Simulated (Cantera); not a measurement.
A perfectly stirred reactor is fed with H₂ : O₂ : N₂ = 1.4 : 1 : 11 (molar parts), equivalence ratio 0.70, at 0.720 atm; it is held at 1025 K, and followed from long to short residence time.

Cantera simulation using the H2/O2 subset of GRI-Mech 3.0, which has no nitrogen chemistry; the numbers are that mechanism's predictions, not measurements. The temperature is held fixed by assumption; the heat of reaction is taken as removed at once.

x: mole fraction; the columns are a selection and need not sum to one.

```tsv
τ (s)	x H₂	x O₂	x H	x O	x HO₂	x H₂O₂	x H₂O
12	0.000452	0.0238	?	5.71e-7	6.55e-6	2.03e-6	0.110
2.9	0.000912	0.0241	?	1.74e-6	1.01e-5	3.80e-6	0.109
0.71	0.00153	0.0244	?	5.31e-6	1.33e-5	4.02e-6	0.109
0.17	0.00247	0.0248	?	1.61e-5	1.61e-5	2.84e-6	0.108
0.043	0.00419	0.0256	?	4.25e-5	1.89e-5	1.99e-6	0.106
0.010	0.00788	0.0274	?	0.000107	2.21e-5	1.64e-6	0.102
0.0026	0.0145	0.0307	?	0.000231	2.54e-5	1.62e-6	0.0943
0.00063	0.0275	0.0372	?	0.000476	2.95e-5	1.68e-6	0.0796
0.00015	0.0508	0.0490	?	0.000833	3.37e-5	1.56e-6	0.0532
```

Problem. Some entries are withheld; supply them.

Solution. 
- 12, x H: 2.71e-7
- 2.9, x H: 1.05e-6
- 0.71, x H: 4.09e-6
- 0.17, x H: 1.65e-5
- 0.043, x H: 6.23e-5
- 0.010, x H: 0.000243
- 0.0026, x H: 0.000790
- 0.00063, x H: 0.00236
- 0.00015, x H: 0.00533
